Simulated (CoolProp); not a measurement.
Vapour-liquid equilibrium of R125 (1) + R245fa (2) at -45.25 °C; x and y are mole fractions of (1).

Computed with CoolProp (multi-fluid Helmholtz-energy mixture model, Lemmon 2005 and Akasaka 2015; pair parameters Bell 2016).

```tsv
x	bubble pressure, mixture model (MPa)	bubble pressure, Raoult's law (MPa)	y, mixture model	y, Raoult's law
0.05	0.01102	0.009680	0.647	0.600
0.2	0.02984	0.02650	…	0.877
0.35	…	0.04333	0.939	0.939
0.5	0.06258	0.06015	…	0.966
0.65	…	0.07698	…	0.981
0.8	…	0.09380	…	0.991
0.95	…	0.1106	0.997	0.998
```

Q: Some entries are withheld; supply them.

A: 
- 0.2, y, mixture model: 0.887
- 0.35, bubble pressure, mixture model (MPa): 0.04670
- 0.5, y, mixture model: 0.963
- 0.65, bubble pressure, mixture model (MPa): 0.07817
- 0.65, y, mixture model: 0.978
- 0.8, bubble pressure, mixture model (MPa): 0.09398
- 0.8, y, mixture model: 0.989
- 0.95, bubble pressure, mixture model (MPa): 0.1105

The largest gap from Raoult's law is +13.8 % in bubble pressure, at x = 0.05. No azeotrope shows between x = 0.05 and 0.95.

Pair parameters are fitted to limited data, so mixtures are less certain than the pure fluids.
